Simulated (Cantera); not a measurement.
Input (Python, Cantera):

```python
import numpy as np
import cantera as ct

gas = ct.Solution("gri30.yaml")


def delay(T, t_max=10):
    gas.TPX = T, 1100000, {'CH4': 1, 'H2': 0.43, 'O2': 1.48, 'N2': 5.55, 'H2O': 1.9}
    reactor = ct.IdealGasReactor(gas, clone=False)
    net = ct.ReactorNet([reactor])
    net.rtol, net.atol = 1e-8, 1e-16
    while net.time < t_max:
        t_old, T_old = net.time, reactor.T
        net.step()
        if reactor.T > T + 400:  # ignition: a rise of 400 K
            return t_old + (T + 400 - T_old) / (reactor.T - T_old) * (net.time - t_old)
    return np.nan


taus = []
for T in [1023, 1098, 1173, 1248, 1323, 1398, 1473, 1548, 1623]:
    taus.append(delay(T))
    print(f"T0 = {T:6g} K   tau = {taus[-1]:.4e} s")
```

Output:

```
T0 =   1023 K   tau = 7.7683e-03 s
T0 =   1098 K   tau = 2.0447e-03 s
T0 =   1173 K   tau = 7.0757e-04 s
T0 =   1248 K   tau = 3.1634e-04 s
T0 =   1323 K   tau = 1.7089e-04 s
T0 =   1398 K   tau = 1.0245e-04 s
T0 =   1473 K   tau = 6.4147e-05 s
T0 =   1548 K   tau = 4.0668e-05 s
T0 =   1623 K   tau = 2.5834e-05 s
```

Computed with Cantera and GRI-Mech 3.0 (53 species, 325 reactions).
